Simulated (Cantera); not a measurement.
Charge: 1 mol AlCl3, 110 mol NH3, 220 mol H2, at 5.90 mbar.

These are equilibrium values from Cantera (NASA tables, ideal gas, pure condensed phases), not measurements of a reactor. Candidate condensed phases: Al, AlCl3, AlN, NH4Cl; 20 gas species. The numbers say what is thermodynamically allowed, not how fast it happens.

Problem. Which condensed phases are stable at each of these points (T (°C)): 1127, 1177, 1227, 1277, 1327, 1377, 1427?

Solution. 
```json
[
 {"T (°C)": "1127", "condensed phases": "AlN(s)", "Al condensed (%)": "85.2"},
 {"T (°C)": "1177", "condensed phases": "AlN(s)", "Al condensed (%)": "63.7"},
 {"T (°C)": "1227", "condensed phases": "AlN(s)", "Al condensed (%)": "22.2"},
 {"T (°C)": "1277", "condensed phases": "gas only", "Al condensed (%)": "0.0"},
 {"T (°C)": "1327", "condensed phases": "gas only", "Al condensed (%)": "0.0"},
 {"T (°C)": "1377", "condensed phases": "gas only", "Al condensed (%)": "0.0"},
 {"T (°C)": "1427", "condensed phases": "gas only", "Al condensed (%)": "0.0"}
]
```

From 1127 °C to 1227 °C the condensed part is AlN(s). From 1277 °C to 1427 °C nothing is condensed.
